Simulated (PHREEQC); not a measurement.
A made-up water analysis in mg/kgw, 75 °C, pH 6.29, pe 11.7: Na 4.16; K 0.306; Ca 2.49; Mg 6.46; Cl 5.65; S(6) as SO4 20; Alkalinity as HCO3 16.6; F 0.271.

Valence states are taken as typed.

All values are PHREEQC results (ion-association model, phreeqc.dat), not measurements.

No solid was allowed to form.

What ionic strength does the model give?

ionic strength 0.00129 mol/kgw.

In which forms is C present?

CO2 51 %, HCO3- 49 % of the C.

Complexes and solids missing from the database can't appear. Constants without temperature data keep their 25 °C values here.
